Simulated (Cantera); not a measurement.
Input: 1 mol Fe(CO)5, 8.9 mol H2, 0.13 mol N2, equilibrated at 1227 °C and 0.0330 bar.

Equilibrium computed with Cantera from the NASA thermochemical tables; the gas is ideal and each condensed phase is pure. Candidate condensed phases: C, C6H6, C7H8, C8H18, Fe, Fe(CO)5, FeO, Fe(OH)2, Fe(OH)3, Fe2O3, Fe3O4, H2O; 140 gas species. Kinetics and transport are ignored.

Base state: H2 0.634, CO 0.356, N2 0.00925, H 7.72e-5, H2O 3.56e-5, HCN 2.91e-5, CH4 1.23e-5 (mole fractions); condensed: Fe(γ).

**Question.** What changes in the equilibrium state with this change: temperature from 1227 °C to 600 °C?

**Answer.** 
| species | before | after |
|---|---|---|
| H2 | 0.634 | 0.637 |
| CO | 0.356 | 0.290 |
| CO2 | 7.74e-6 | 0.0314 |
| H2O | 3.56e-5 | 0.0259 |
| H | 7.72e-5 | <1e-9 |
| HCN | 2.91e-5 | 4.00e-8 |
| CH4 | 1.23e-5 | 0.00599 |
| N2 | 0.00925 | 0.00985 |
| Fe(γ), mol | 1.000 | 0 |
| C(graphite), mol | 0 | 0.677 |
| Fe(α), mol | 0 | 1.00 |
Condensed phases not in the tables: cementite and carbon dissolved in iron.
